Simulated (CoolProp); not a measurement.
Saturation properties of chloromethane (R40) (Tc = 418.6 K, pc = 6929 kPa, ω = 0.150).

Computed with CoolProp (reference Helmholtz-energy equation of state, Thol 2014).

```json
[
 {"T (K)": "324.6", "p (kPa)": "1165", "vapour density (kg/m³)": "26.26", "surface tension (mN/m)": "11.3"},
 {"T (K)": "331", "p (kPa)": "1356", "vapour density (kg/m³)": "30.62", "surface tension (mN/m)": "10.3"},
 {"T (K)": "337.4", "p (kPa)": "1570", "vapour density (kg/m³)": "35.57", "surface tension (mN/m)": "9.41"},
 {"T (K)": "343.8", "p (kPa)": "1807", "vapour density (kg/m³)": "41.20", "surface tension (mN/m)": "8.49"},
 {"T (K)": "350.2", "p (kPa)": "2070", "vapour density (kg/m³)": "47.59", "surface tension (mN/m)": "7.59"},
 {"T (K)": "356.6", "p (kPa)": "2359", "vapour density (kg/m³)": "54.88", "surface tension (mN/m)": "6.70"},
 {"T (K)": "363.1", "p (kPa)": "2682", "vapour density (kg/m³)": "63.34", "surface tension (mN/m)": "5.82"},
 {"T (K)": "369.5", "p (kPa)": "3030", "vapour density (kg/m³)": "72.92", "surface tension (mN/m)": "4.98"},
 {"T (K)": "375.9", "p (kPa)": "3410", "vapour density (kg/m³)": "84.01", "surface tension (mN/m)": "4.17"},
 {"T (K)": "382.3", "p (kPa)": "3825", "vapour density (kg/m³)": "96.97", "surface tension (mN/m)": "3.38"},
 {"T (K)": "388.7", "p (kPa)": "4276", "vapour density (kg/m³)": "112.3", "surface tension (mN/m)": "2.62"},
 {"T (K)": "395.1", "p (kPa)": "4765", "vapour density (kg/m³)": "131.0", "surface tension (mN/m)": "1.90"}
]
```

It boils at 249.2 K under 1 atm.

Surface tension comes from a separate correlation (Mulero 2014).
